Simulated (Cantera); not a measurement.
CHF3 + CH4 (fluorocarbon and chlorocarbon gases)

Input: 1 mol CHF3, 1.2 mol CH4, at 2523.15 K and 10.0 mbar.

Equilibrium computed with Cantera from the NASA thermochemical tables; the gas is ideal and each condensed phase is pure. Candidate condensed phases: C, C6H6, C7H8, C8H18; 95 gas species. Rates play no part.

* **x(HF)**: 0.635
* **x(H2)**: 0.228
* **x(H)**: 0.133
* **x(C2H2 (acetylene))**: 0.00272
* **x(F)**: 0.000821
* **x(C2H)**: 0.000119
* **x(C3)**: 7.10e-5
* **x(CF)**: 2.88e-5
* **x(C)**: 2.28e-5
* **n(C(graphite))**: 2.17 mol
* **gas amount**: 4.716 mol
